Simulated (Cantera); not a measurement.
A perfectly stirred reactor is fed with CO : H₂ : CH₄ : O₂ : N₂ : CO₂ = 1 : 0.088 : 0.23 : 1.02 : 3.85 : 0.16 (molar parts), at 5.00 bar; it is adiabatic with a 675 K inlet, and is followed from long to short residence time, starting on the burning branch (τ in s: 0.19, 0.095, 0.047, 0.023, 0.011, 0.0056, 0.0027, 0.0013, 0.00066, 0.00033, 0.00016, 7.9e-05).

Model: GRI-Mech 3.0 (53 species, 325 reactions), integrated in Cantera.

Task: What does this change do: N2 3.85 to 2.8 parts?

Result: 
```tsv
quantity	before	after
blow-out, bracketed by the residence times tried	burning at 79.0 µs, the shortest tried	burning at 79.0 µs, the shortest tried
x(CO) at τ = 0.190 s	0.0273	0.0505
x(H₂) at τ = 0.190 s	0.00189	0.00342
x(CH₄) at τ = 0.190 s	1.03e-7	4.98e-8
x(NO₂) at τ = 0.190 s	2.54e-6	4.70e-6
x(H₂O) at τ = 0.190 s	0.0886	0.103
x(CO) at τ = 2.70 ms	0.0327	0.0528
x(H₂) at τ = 2.70 ms	0.00230	0.00358
x(CH₄) at τ = 2.70 ms	5.68e-6	3.25e-6
x(NO₂) at τ = 2.70 ms	1.10e-6	3.13e-6
x(H₂O) at τ = 2.70 ms	0.0873	0.103
```

Task: What does this change do: pressure from 5.00 bar to 1.00 bar?

Result: 
```json
[
 {"quantity": "blow-out, bracketed by the residence times tried", "before": "burning at 79.0 µs, the shortest tried", "after": "burning at 79.0 µs, the shortest tried"},
 {"quantity": "x(CO) at τ = 0.190 s", "before": "0.0273", "after": "0.0359"},
 {"quantity": "x(H₂) at τ = 0.190 s", "before": "0.00189", "after": "0.00264"},
 {"quantity": "x(CH₄) at τ = 0.190 s", "before": "1.03e-7", "after": "3.56e-7"},
 {"quantity": "x(NO₂) at τ = 0.190 s", "before": "2.54e-6", "after": "1.26e-6"},
 {"quantity": "x(H₂O) at τ = 0.190 s", "before": "0.0886", "after": "0.0864"},
 {"quantity": "x(CO) at τ = 2.70 ms", "before": "0.0327", "after": "0.0580"},
 {"quantity": "x(H₂) at τ = 2.70 ms", "before": "0.00230", "after": "0.00494"},
 {"quantity": "x(CH₄) at τ = 2.70 ms", "before": "5.68e-6", "after": "1.28e-5"},
 {"quantity": "x(NO₂) at τ = 2.70 ms", "before": "1.10e-6", "after": "8.74e-8"},
 {"quantity": "x(H₂O) at τ = 2.70 ms", "before": "0.0873", "after": "0.0798"}
]
```

Task: What does this change do: inlet temperature 675 to 550 K?

Result: 
```csv
quantity,before,after
"blow-out, bracketed by the residence times tried","burning at 79.0 µs, the shortest tried","burning at 79.0 µs, the shortest tried"
x(CO) at τ = 0.190 s,0.0273,0.0223
x(H₂) at τ = 0.190 s,0.00189,0.00156
x(CH₄) at τ = 0.190 s,1.03e-7,1.41e-7
x(NO₂) at τ = 0.190 s,2.54e-6,2.05e-6
x(H₂O) at τ = 0.190 s,0.0886,0.0897
x(CO) at τ = 2.70 ms,0.0327,0.0294
x(H₂) at τ = 2.70 ms,0.00230,0.00211
x(CH₄) at τ = 2.70 ms,5.68e-6,7.03e-6
x(NO₂) at τ = 2.70 ms,1.10e-6,7.33e-7
x(H₂O) at τ = 2.70 ms,0.0873,0.0880
```
